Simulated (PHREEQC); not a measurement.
A solution holds 6.8 mmol/kgw NaH2PO4 and 21 mmol/kgw NaF, at 65 °C. Closed to the air; pH follows from the charge balance.

The numbers come from PHREEQC with the ion-association model, phreeqc.dat.

The pH comes out as 5.44 and the ionic strength is 0.0278 mol/kgw. The specific conductance comes out as 4990 µS/cm.

| species | molality | activity | log γ |
|---|---|---|---|
| Na+ | 0.0276 | 0.0233 | -0.073 |
| F- | 0.0205 | 0.0172 | -0.077 |
| H2PO4- | 0.00656 | 0.00558 | -0.071 |
| NaF | 0.000229 | 0.000231 | 0.003 |
| HPO4-2 | 0.000224 | 0.000115 | -0.288 |
| HF | 0.000203 | 0.000204 | 0.003 |
| HF2- | 1.83e-5 | 1.54e-5 | -0.074 |
| NaHPO4- | 6.18e-6 | 5.25e-6 | -0.071 |
| H3PO4 | 4.54e-6 | 4.57e-6 | 0.003 |
| H+ | 4.21e-6 | 3.66e-6 | -0.061 |

This is a speciation only: nothing precipitates in the calculation. Complexes and solids missing from the database can't appear. Constants without temperature data keep their 25 °C values here.
